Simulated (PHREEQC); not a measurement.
Solution A (0.0025 mol Cu(BF4)2, 0.048 mol HNO3 and 0.0049 mol H3BO3 per kg of water) is mixed with solution B (1.3 mmol/kgw KOH, 0.11 mmol/kgw Al(NO3)3 and 0.016 mmol/kgw CO2) at 25 °C; shares are by mass of water, 1 kg in all. Oxygen alone is held at its pressure in air (log pO2 = -0.68). The system is closed to CO2. Only these solids could form: Boehmite, Cu(OH)2, Malachite, Cu2(OH)3NO3, CuF2:2H2O.

All values are PHREEQC results (ion-association model, wateq4f.dat), not measurements.

Task: Predict pH, CO2 (mol/kgw) at share of solution B = 0.2, 0.3, 0.9.

Result: 
```tsv
share of solution B	pH	CO2 (mol/kgw)
0.2	1.49	3.20e-6
0.3	1.55	4.80e-6
0.9	2.46	1.44e-5
```

Complexes and solids missing from the database can't appear. Real BF4- forms and hydrolyses slowly; the run takes it at equilibrium. Fluoro complexes past AlF4- and FeF3 are missing from the database.
